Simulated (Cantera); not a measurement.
Feed: 1 mol Si3N4, 0.0056 mol C, 1.2 mol H2, held at 2225 K.

These are equilibrium values from Cantera (NASA tables, ideal gas, pure condensed phases), not measurements of a reactor. Candidate condensed phases: C, C6H6, C7H8, C8H18, Si, SiC, Si3N4; 105 gas species. Mutual solubility and eutectic melting of coexisting phases are not modelled. Gases not in the tables: Si2H6 and higher silanes. Kinetics and transport are ignored.

Question: Which condensed phases are stable at each of these points (P (Pa)): 1, 16, 250, 4000, 63000, 1000000?

Answer: 
| P (Pa) | condensed phases | Si condensed (%) |
|---|---|---|
| 1 | gas only | 0.0 |
| 16 | gas only | 0.0 |
| 250 | Si(l) | 71.9 |
| 4000 | Si(l) | 98.4 |
| 63000 | Si(l) | 99.9 |
| 1000000 | Si(l) + SiC(s) + Si3N4(s) | 100.0 |

From 1.00e-5 bar to 0.000160 bar nothing is condensed. From 0.00250 bar to 0.630 bar the condensed part is Si(l). At 10.0 bar the condensed part is Si(l) + SiC(s) + Si3N4(s).
